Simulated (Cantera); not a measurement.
Cantera with NASA thermochemical tables; ideal gases at 1 bar, condensed phases pure. Values are per mole of reaction as written; species without (g) are pure solids or liquids, kept so even where they would boil at 1 bar.

NbO2(g) + 2 NH3(g) → 2 NO(g) + Nb + 6 H(g)

| T (K) | ΔH° (kJ) | ΔS° (J/K) | ΔG° (kJ) | log10 K |
|---|---|---|---|---|
| 950 | 1828.8 | 574.7 | 1282.8 | -70.53 |
| 1050 | 1834.0 | 579.9 | 1225.1 | -60.94 |
| 1150 | 1838.9 | 584.4 | 1166.9 | -53.00 |
| 1250 | ___ | ___ | ___ | ___ |
| 1350 | 1847.7 | 591.5 | 1049.2 | -40.60 |
| 1450 | 1851.7 | 594.3 | 989.9 | -35.66 |
| 1550 | ___ | ___ | ___ | ___ |
| 1650 | 1859.1 | 599.1 | 870.6 | -27.56 |

Problem. What belongs in the gaps?

Solution. 
- 1250, ΔH° (kJ): 1843.5
- 1250, ΔS° (J/K): 588.2
- 1250, ΔG° (kJ): 1108.2
- 1250, log10 K: -46.31
- 1550, ΔH° (kJ): 1855.5
- 1550, ΔS° (J/K): 596.8
- 1550, ΔG° (kJ): 930.4
- 1550, log10 K: -31.35
